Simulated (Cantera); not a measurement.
Charge: 1 mol V, 3.7 mol O2, 2.1 mol H2, held at 2525 K and 75.0 Torr.

Equilibrium computed with Cantera from the NASA thermochemical tables; the gas is ideal and each condensed phase is pure. Candidate condensed phases: H2O, V, VO, V2O3, V2O4, V2O5; 12 gas species. Equilibrium is a limit: real reactors are often held back by kinetics, nucleation or transport.

Q: What is the equilibrium state?

A: 
```json
{
 "x(H2O)": "0.373",
 "x(O2)": "0.312",
 "x(VO2)": "0.201",
 "x(OH)": "0.0593",
 "x(O)": "0.0289",
 "x(H2)": "0.0142",
 "x(H)": "0.0106",
 "x(VO)": "0.000124",
 "x(HO2)": "2.24e-5",
 "gas_amount": "4.970 mol",
 "log10 activity of V2O5(l) (absent)": "-2.53",
 "log10 activity of V(l) (absent)": "-5.92"
}
```
